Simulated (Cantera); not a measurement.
A perfectly stirred reactor is fed with NH3 : H2 = 1 : 10 (molar parts), at 120000 Pa; it is held at 2000 K, and followed from long to short residence time.

Detailed kinetics in Cantera: the gas-phase N/H chemistry of the illustrative SiF4/NH3 mechanism in the Surface Chemkin manual (1991). Walls and surfaces, which speed up NH3 decomposition in real reactors, are not modelled.

Task: What does this change do: NH3 1 to 8.4 parts?

Result: 
```tsv
quantity	before	after
x(NH3) at τ = 17.0 s	0.00216	0.00399
x(H2) at τ = 17.0 s	0.956	0.839
x(N2H2) at τ = 17.0 s	6.82e-10	2.62e-9
x(N) at τ = 17.0 s	7.64e-8	1.57e-7
x(H) at τ = 17.0 s	0.00145	0.00132
x(NH3) at τ = 43.0 ms	0.0524	0.195
x(H2) at τ = 43.0 ms	0.929	0.714
x(N2H2) at τ = 43.0 ms	1.35e-7	8.03e-7
x(N) at τ = 43.0 ms	5.23e-7	6.50e-7
x(H) at τ = 43.0 ms	0.000929	0.000504
```
